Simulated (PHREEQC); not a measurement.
Make-up at 20 °C: 0.057 mol/kgw HCl and 0.0057 mol/kgw CuSO4. Closed to the air; pH follows from the charge balance.

The numbers come from PHREEQC with the ion-association model, phreeqc.dat.

This is a speciation only: nothing precipitates in the calculation.

Estimate the pH, ionic strength.

pH 1.35; ionic strength 0.0707 mol/kgw.

In which forms is Cu present?

Cu+2 90 %, CuSO4 5.7 %, CuCl+ 4.7 % of the Cu.
